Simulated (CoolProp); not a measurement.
Vapour pressure (kPa) of hydrogen chloride: the reference equation beside estimates from Tc = 51.5 °C, pc = 8314 kPa, ω = 0.130.

Computed with CoolProp (reference Helmholtz-energy equation of state, Thol 2018).

| T (°C) | reference | Lee-Kesler | van der Waals |
|---|---|---|---|
| -52.65 | 474.1 | 471.1 | 1426 |
| -45.25 | 631.9 | 631.7 | 1690 |
| -37.85 | 826.4 | 830.0 | 1985 |
| -30.55 | 1059 | 1067 | 2306 |
| -23.15 | 1341 | 1355 | 2664 |
| -15.85 | 1671 | 1690 | 3050 |
| -8.45 | 2063 | 2088 | 3476 |
| -1.05 | 2519 | 2548 | 3938 |
| 6.25 | 3038 | 3071 | 4429 |
| 13.65 | 3641 | 3677 | 4964 |
| 21.05 | 4331 | 4366 | 5537 |
| 28.35 | 5104 | 5138 | 6140 |
| 35.75 | 5993 | 6022 | 6791 |
| 43.15 | 7002 | 7022 | 7482 |

Absolute difference from the reference over all 14 rows, mean and median: Lee-Kesler 0.8 and 0.8 %, van der Waals 77.3 and 62.4 %.
